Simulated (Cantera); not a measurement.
A perfectly stirred reactor is fed with CH3OH : O2 : N2 = 1 : 0.882 : 3.32 (molar parts), at 1.00 atm; it is adiabatic with a 373 K inlet, and is followed from long to short residence time, starting on the burning branch (τ in s: 0.053, 0.016, 0.0051, 0.0016, 0.00048, 0.00015, 4.6e-05, 1.4e-05, 4.3e-06).

Cantera simulation using GRI-Mech 3.0 (53 species, 325 reactions); the numbers are that mechanism's predictions, not measurements. GRI-Mech 3.0 was tuned for natural gas; its chemistry of methanol as a main component is partial and can be far from experiment.

Problem. What does this change do: 0.25 parts H2O added?

Solution. 
```json
[
 {"quantity": "blow-out, bracketed by the residence times tried", "before": "burning at 0.480 ms, out at 0.150 ms", "after": "burning at 0.480 ms, out at 0.150 ms"},
 {"quantity": "x(CH3OH) at τ = 53.0 ms", "before": "3.42e-6", "after": "3.97e-6"},
 {"quantity": "x(O2) at τ = 53.0 ms", "before": "8.96e-5", "after": "0.000101"},
 {"quantity": "x(CO2) at τ = 53.0 ms", "before": "0.0573", "after": "0.0602"},
 {"quantity": "x(CH2CO) at τ = 53.0 ms", "before": "2.30e-8", "after": "2.63e-8"},
 {"quantity": "x(CH4) at τ = 53.0 ms", "before": "9.80e-6", "after": "1.26e-5"},
 {"quantity": "x(CH3OH) at τ = 0.480 ms", "before": "0.000155", "after": "0.000198"},
 {"quantity": "x(O2) at τ = 0.480 ms", "before": "0.00337", "after": "0.00422"},
 {"quantity": "x(CO2) at τ = 0.480 ms", "before": "0.0522", "after": "0.0525"},
 {"quantity": "x(CH2CO) at τ = 0.480 ms", "before": "1.19e-6", "after": "1.53e-6"},
 {"quantity": "x(CH4) at τ = 0.480 ms", "before": "0.000257", "after": "0.000373"}
]
```
